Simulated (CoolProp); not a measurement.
Dodecamethylcyclohexasiloxane (D6) along the isotherm 620 K: density (kg/m³) from the reference equation and from simpler models built on Tc = 645.8 K, pc = 9.614 bar, ω = 0.736; each cubic takes its own stable root.

Computed with CoolProp (reference Helmholtz-energy equation of state, Colonna 2008). It is a short technical equation, of lower accuracy than the large ones.

```json
[
 {"p (bar)": "0.304", "phase": "gas", "reference": "2.665"},
 {"p (bar)": "0.459", "phase": "gas", "reference": "4.056"},
 {"p (bar)": "0.692", "phase": "gas", "reference": "6.190"},
 {"p (bar)": "1.04", "phase": "gas", "reference": "9.480"},
 {"p (bar)": "1.57", "phase": "gas", "reference": "14.75"},
 {"p (bar)": "2.38", "phase": "gas", "reference": "23.49"},
 {"p (bar)": "3.58", "phase": "gas", "reference": "38.41"},
 {"p (bar)": "5.41", "phase": "gas", "reference": "68.65"},
 {"p (bar)": "8.16", "phase": "liquid", "reference": "508.6"},
 {"p (bar)": "12.3", "phase": "liquid", "reference": "532.8"},
 {"p (bar)": "18.6", "phase": "liquid", "reference": "557.8"},
 {"p (bar)": "28", "phase": "liquid", "reference": "584.0"},
 {"p (bar)": "42.2", "phase": "liquid", "reference": "612.2"},
 {"p (bar)": "63.7", "phase": "liquid", "reference": "642.8"},
 {"p (bar)": "96.1", "phase": "liquid", "reference": "676.1"}
]
```

Task: How far does each simpler model (van der Waals, Redlich-Kwong, Soave-Redlich-Kwong, Peng-Robinson) lie from the reference over these 15 states: mean and median of the absolute difference, and the worst?

Result: 
- van der Waals: mean 16.4 %, median 11.8 %, worst -41.0 % at 620 K and 8.16 bar
- Redlich-Kwong: mean 6.1 %, median 4.2 %, worst -22.1 % at 620 K and 8.16 bar
- Soave-Redlich-Kwong: mean 3.9 %, median 3.0 %, worst -12.2 % at 620 K and 8.16 bar
- Peng-Robinson: mean 2.7 %, median 1.4 %, worst +8.7 % at 620 K and 96.1 bar
